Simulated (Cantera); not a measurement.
A closed system holds: 1 mol MgO, 1.1 mol CO, held at 190000 Pa.

Cantera equilibrium calculation (NASA polynomials, part measured and part estimated; ideal gas, pure solids and liquids). Candidate condensed phases: C, Mg, MgCO3, MgO; 15 gas species. Equilibrium is a limit: real reactors are often held back by kinetics, nucleation or transport.

Over these rows the condensed part is C(graphite) + MgO(s). Partial pressures as log10 of bar:

```
T (K)  1000/T (1/K)  log p CO2  log p CO
-----  ------------  ---------  --------
1275         0.7843      -1.61      0.27
1350         0.7407      -1.98      0.28
1425         0.7018      -2.32      0.28
1500         0.6667      -2.62      0.28
1575         0.6349          ?      0.28
1650         0.6061      -3.14      0.28
```

**Question.** Fit log p(CO2) = a + b·(1000/T) to the five rows, give the apparent enthalpy, and predict the row at 1575 K.

**Answer.** Means: 1000/T = 0.6999, log p = -2.334. Sxy = 0.160673, Sxx = 0.0186923, so b = 8.60 and a = -2.334 − (8.60)×0.6999 = -8.35.
Apparent enthalpy: −19.145 × (8.60) = -165 kJ/mol. With the condensed phases at unit activity, 2 CO(g) = CO2(g) + C(graphite) links this pressure to the main gases: over the six rows their terms move log p by +0.02 in all, so the slope is close to that reaction's ΔH°. The five rows lie within 0.01 of the line.
Prediction at 1575 K: -8.35 + (8.60)×0.6349 = -2.89. The computed value is -2.89, 0.00 from the line.
